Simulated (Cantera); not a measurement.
Feed: 1 mol Pb, 7.9 mol CO, 89 mol H₂, equilibrated at 1.00 Torr.

These are equilibrium values from Cantera (NASA tables, ideal gas, pure condensed phases), not measurements of a reactor. Candidate condensed phases: C, C₆H₆, C₇H₈, C₈H₁₈, H₂O, Pb, PbO, PbO₂, Pb₃O₄; 113 gas species. Kinetics and transport are ignored. All values below are at 502 °C.

Base state: H₂ 0.917, CO 0.0747, H₂O 0.00412, CH₄ 0.00229, CO₂ 0.00169, Pb 1.87e-5 (mole fractions); condensed: C(graphite) + Pb(l).

Problem. What changes in the equilibrium state with this change: pressure from 1.00 Torr to 57.8 Torr?

Solution. 
```tsv
species	before	after
H₂	0.917	0.840
CH₄	0.00229	0.0725
H₂O	0.00412	0.0666
CO	0.0747	0.0149
Pb	1.87e-5	3.23e-7
CO₂	0.00169	0.00595
C(graphite), mol	0.339	0
Pb(l), mol	0.998	1.000
```
